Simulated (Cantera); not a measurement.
Predominance diagram of Al at 900 K against the partial pressures of N₂ and Cl₂ (log10, bar). Standard-state values (1 bar) from the NASA 1993 polynomials, evaluated with Cantera. Candidates: Al(s), AlCl₃(l), AlN(s). Only these pure phases compete in this equilibrium. 

Which phase is stable at these pairs, and which metal-bearing vapour leads over it? (-4, -40); (-14.8, -21.8); (-24.3, -30.9); (-25.6, -35.4); (-8.1, -21.8); (-5.4, -35.4); (-21.6, -21.8)


```tsv
log p(N₂)	log p(Cl₂)	phase	chief vapour	log p (bar)
-4	-40	AlN(s)	Al	-23.1
-14.8	-21.8	AlN(s)	AlCl₃	-6.9
-24.3	-30.9	AlN(s)	AlCl	-8.9
-25.6	-35.4	AlN(s)	AlCl	-10.5
-8.1	-21.8	AlN(s)	AlCl₃	-10.3
-5.4	-35.4	AlN(s)	AlCl	-20.6
-21.6	-21.8	AlN(s)	AlCl₃	-3.5
```
